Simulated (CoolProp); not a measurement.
Saturation properties of octamethylcyclotetrasiloxane (D4).

Model: reference Helmholtz-energy equation of state, Thol 2015, in CoolProp.

```json
[
 {"T (°C)": "192.45", "p (bar)": "1.520", "vapour density (kg/m³)": "12.99", "liquid cp (kJ/(kg K))": "2.040", "surface tension (mN/m)": "6.31"},
 {"T (°C)": "197.35", "p (bar)": "1.700", "vapour density (kg/m³)": "14.52", "liquid cp (kJ/(kg K))": "2.054", "surface tension (mN/m)": "6.00"},
 {"T (°C)": "202.25", "p (bar)": "1.896", "vapour density (kg/m³)": "16.20", "liquid cp (kJ/(kg K))": "2.067", "surface tension (mN/m)": "5.70"},
 {"T (°C)": "207.15", "p (bar)": "2.109", "vapour density (kg/m³)": "18.04", "liquid cp (kJ/(kg K))": "2.081", "surface tension (mN/m)": "5.40"},
 {"T (°C)": "212.05", "p (bar)": "2.341", "vapour density (kg/m³)": "20.06", "liquid cp (kJ/(kg K))": "2.096", "surface tension (mN/m)": "5.10"},
 {"T (°C)": "216.95", "p (bar)": "2.591", "vapour density (kg/m³)": "22.26", "liquid cp (kJ/(kg K))": "2.110", "surface tension (mN/m)": "4.80"},
 {"T (°C)": "221.85", "p (bar)": "2.861", "vapour density (kg/m³)": "24.68", "liquid cp (kJ/(kg K))": "2.126", "surface tension (mN/m)": "4.51"},
 {"T (°C)": "226.75", "p (bar)": "3.152", "vapour density (kg/m³)": "27.32", "liquid cp (kJ/(kg K))": "2.142", "surface tension (mN/m)": "4.22"}
]
```

It boils at 175.7 °C under 1 atm.

Surface tension comes from a separate correlation (Mulero 2014), older than this fluid's equation and unchecked against measurements.
